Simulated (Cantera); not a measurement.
Feed: 1 mol SiF4, 0.69 mol NO, 180 mol N2, held at 627 °C and 1.00 Torr.

Method: chemical equilibrium by Gibbs-energy minimisation in Cantera with the NASA 1993 tables (ideal gas, pure condensed phases). Candidate condensed phases: Si, SiO2, Si2N2O, Si3N4; 28 gas species. The numbers say what is thermodynamically allowed, not how fast it happens.

Base state: N2 0.993, SiF4 0.00550, O2 0.00190 (mole fractions); condensed: gas only.

Question: What changes in the equilibrium state with this change: NO from 0.69 to 0.1 mol?

Answer: 
```tsv
species	before	after
N2	0.993	0.994
SiF4	0.00550	0.00552
O2	0.00190	0.000276
```
